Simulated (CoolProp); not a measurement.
The fluid at 357.15 K and 0.602 MPa is compressed adiabatically to 3.75 MPa with isentropic efficiency 0.7. The same conditions are run with several fluids, on thermodynamics alone (safety and materials aside).

Model: reference Helmholtz-energy equation of state of each fluid (R142b: Lemmon 2006; R22: Kamei 1995; R143a: Lemmon and Jacobsen 2000; C3F8 (R218): Lemmon 2006), in CoolProp.

```
fluid        work (kJ/kg)  final temperature (K)    final phase  final density (kg/m³)
-----------  ------------  ---------------------  -------------  ---------------------
R142b          (withheld)             (withheld)            gas                    135
R22            (withheld)             (withheld)            gas                   87.3
R143a          (withheld)                  454.4            gas             (withheld)
C3F8 (R218)          36.6             (withheld)  supercritical             (withheld)
```

Q: Complete the blanks.

A: 
- R142b, work (kJ/kg): 69.9
- R142b, final temperature (K): 454.7
- R22, work (kJ/kg): 94.0
- R22, final temperature (K): 492.7
- R143a, work (kJ/kg): 91.1
- R143a, final density (kg/m³): 96.8
- C3F8 (R218), final temperature (K): 415.8
- C3F8 (R218), final density (kg/m³): 277
